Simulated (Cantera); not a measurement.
A perfectly stirred reactor is fed with 18.1 % H2, 12.9 % O2, 68.6 % N2, 0.388 % H2O, equivalence ratio 0.70, at 0.320 bar; it is held at 1325 K, and followed from long to short residence time.

Cantera simulation using the H2/O2 subset of GRI-Mech 3.0, which has no nitrogen chemistry; the numbers are that mechanism's predictions, not measurements. The temperature is held fixed by assumption; the heat of reaction is taken as removed at once.

**Question.** Predict: x(H2) at τ = 1.80 s; x(O2) at τ = 1.80 s; x(H2O2) at τ = 1.80 s; x(HO2) at τ = 1.80 s; x(O) at τ = 1.80 s; x(H2) at τ = 36.0 ms; x(O2) at τ = 36.0 ms; x(H2O2) at τ = 36.0 ms; x(HO2) at τ = 36.0 ms; x(O) at τ = 36.0 ms.

**Answer.** 
| Quantity | Result |
|---|---|
| x(H2) at τ = 1.80 s | 0.000136 |
| x(O2) at τ = 1.80 s | 0.0426 |
| x(H2O2) at τ = 1.80 s | 2.22e-7 |
| x(HO2) at τ = 1.80 s | 1.88e-6 |
| x(O) at τ = 1.80 s | 3.76e-5 |
| x(H2) at τ = 36.0 ms | 0.00177 |
| x(O2) at τ = 36.0 ms | 0.0430 |
| x(H2O2) at τ = 36.0 ms | 1.02e-6 |
| x(HO2) at τ = 36.0 ms | 9.28e-6 |
| x(O) at τ = 36.0 ms | 0.000531 |
